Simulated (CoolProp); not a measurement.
Properties of methanol along the isotherm 96.15 °C.

Model: reference Helmholtz-energy equation of state, de Reuck 1993, in CoolProp.

| p (kPa) | phase | Z | cv (kJ/(kg K)) | speed of sound (m/s) | expansivity (1/kK) | fugacity coefficient |
|---|---|---|---|---|---|---|
| 3730 | liquid | 0.05402 | 2.544 | 908.6 | 1.501 | 0.08229 |
| 7470 | liquid | 0.1074 | 2.535 | 939.5 | 1.436 | 0.04337 |
| 11200 | liquid | 0.1599 | 2.527 | 968.1 | 1.380 | 0.03051 |
| 14900 | liquid | 0.2114 | 2.520 | 994.5 | 1.331 | 0.02418 |
| 18700 | liquid | 0.2637 | 2.514 | 1020 | 1.287 | 0.02033 |
| 22400 | liquid | 0.3141 | 2.508 | 1043 | 1.248 | 0.01787 |
| 26100 | liquid | 0.3640 | 2.503 | 1066 | 1.213 | 0.01616 |
| 29900 | liquid | 0.4148 | 2.498 | 1088 | 1.181 | 0.01487 |
| 33600 | liquid | 0.4639 | 2.493 | 1108 | 1.151 | 0.01393 |
| 37300 | liquid | 0.5126 | 2.489 | 1127 | 1.125 | 0.01320 |
| 41100 | liquid | 0.5622 | 2.485 | 1147 | 1.099 | 0.01262 |
